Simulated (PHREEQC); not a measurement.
A solution holds 34 mmol/kgw NaH2PO4, 0.55 mmol/kgw K2CO3 and 0.62 mmol/kgw Na2S, at 25 °C. Closed to the air; pH follows from the charge balance.

All values are PHREEQC results (ion-association model, phreeqc.dat), not measurements.

```yaml
pH: 5.79
ionic_strength: 0.0384 mol/kgw
specific_conductance: 2690 µS/cm
total_alkalinity: 2.34 meq/kg
```

| species | molality | activity | log γ |
|---|---|---|---|
| Na+ | 0.0352 | 0.0295 | -0.076 |
| H2PO4- | 0.0318 | 0.0268 | -0.074 |
| HPO4-2 | 0.00209 | 0.00104 | -0.302 |
| K+ | 0.00110 | 0.000911 | -0.081 |
| H2S | 0.000570 | 0.000575 | 0.004 |
| CO2 | 0.000411 | 0.000415 | 0.004 |
| HCO3- | 0.000137 | 0.000115 | -0.074 |
| NaHPO4- | 7.10e-5 | 5.99e-5 | -0.074 |
| HS- | 4.96e-5 | 4.11e-5 | -0.082 |
| H3PO4 | 6.27e-6 | 6.33e-6 | 0.004 |
| KHPO4- | 2.19e-6 | 1.85e-6 | -0.074 |
| NaHCO3 | 1.90e-6 | 1.91e-6 | 0.004 |
| H+ | 1.85e-6 | 1.60e-6 | -0.063 |
| OH- | 7.62e-9 | 6.31e-9 | -0.082 |
| CO3-2 | 6.67e-9 | 3.37e-9 | -0.297 |
| (CO2)2 | 3.14e-9 | 3.16e-9 | 0.004 |

This is a speciation only: nothing precipitates in the calculation.
